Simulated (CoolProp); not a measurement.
A simple Rankine cycle with R124: condensing at 289.15 K, boiler at 2.85 MPa, turbine inlet 422.5 K, turbine efficiency 0.65, pump efficiency 0.6, no recuperator. Each further row changes one setting.

Model: reference Helmholtz-energy equation of state, de Vries 1995, in CoolProp.

```
case                             thermal efficiency (%)  net work (kJ/kg)  heat in (kJ/kg)  turbine exit temperature (K)  volume ratio over the turbine
-------------------------------  ----------------------  ----------------  ---------------  ----------------------------  -----------------------------
as stated                                          11.4              27.1              237                         362.1                           11.0
turbine inlet 442.5 K                               ___              29.6              ___                           ___                           10.5
condensing temperature 281.15 K                     ___              30.5              246                         357.0                           14.3
boiler pressure 1.99 MPa                           10.2               ___              ___                           ___                           7.16
turbine efficiency 0.55                             9.5               ___              237                         367.6                           11.1
```

Q: Complete the blanks.

A: 
- turbine inlet 442.5 K, thermal efficiency (%): 11.5
- turbine inlet 442.5 K, heat in (kJ/kg): 259
- turbine inlet 442.5 K, turbine exit temperature (K): 384.7
- condensing temperature 281.15 K, thermal efficiency (%): 12.4
- boiler pressure 1.99 MPa, net work (kJ/kg): 25.1
- boiler pressure 1.99 MPa, heat in (kJ/kg): 247
- boiler pressure 1.99 MPa, turbine exit temperature (K): 376.0
- turbine efficiency 0.55, net work (kJ/kg): 22.4
